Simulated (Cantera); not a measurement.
Premixed flame

A freely propagating, adiabatic, planar premixed flame of C₂H₆ : O₂ : N₂ : H₂O = 1 : 3.18 : 10.2 : 2.1 (molar parts), unburnt at 650 K and 760 Torr; multicomponent+Soret transport, grid criteria slope 0.08 and curve 0.16, no radiation.

Cantera simulation using GRI-Mech 3.0 (53 species, 325 reactions); the numbers are that mechanism's predictions, not measurements. Burning velocities carry a grid error of a few per cent, more on coarse grids.

```tsv
z (mm)	T (K)	u (m/s)	x C₂H₆	x O₂	x H₂O	x CH₂O	x CO	x NO₂
-0.933	650	1.50	0.0606	0.193	0.127	1.72e-7	4.24e-6	<1e-8
-0.622	652	1.50	0.0605	0.192	0.127	3.64e-6	6.38e-5	<1e-8
-0.466	659	1.52	0.0603	0.191	0.127	1.83e-5	0.000271	1.28e-8
-0.311	704	1.64	0.0594	0.187	0.130	0.000163	0.00181	8.81e-8
-0.155	1032	2.46	0.0448	0.156	0.156	0.00171	0.0161	2.68e-7
-0.0777	1422	3.48	0.0194	0.113	0.190	0.00214	0.0384	8.30e-8
0	1799	4.51	0.00120	0.0627	0.226	0.000838	0.0636	<1e-8
0.0777	1968	4.95	3.96e-6	0.0329	0.244	0.000127	0.0662	<1e-8
0.155	2019	5.06	<1e-8	0.0215	0.248	9.24e-6	0.0568	<1e-8
0.311	2069	5.15	<1e-8	0.0153	0.249	3.41e-8	0.0451	<1e-8
0.622	2131	5.27	<1e-8	0.0122	0.252	<1e-8	0.0393	<1e-8
1.24	2203	5.43	<1e-8	0.00950	0.258	<1e-8	0.0369	<1e-8
2.49	2272	5.57	<1e-8	0.00678	0.264	<1e-8	0.0346	<1e-8
```
x: mole fraction of selected species; z is measured from the peak of heat release.

| Quantity | Result |
|---|---|
| laminar burning velocity | 149 cm/s |
| thermal thickness | 0.311 mm |
| peak x(CH₂O) | 0.00226 |
| peak x(CO) | 0.0680 |
| grid points | 146 |
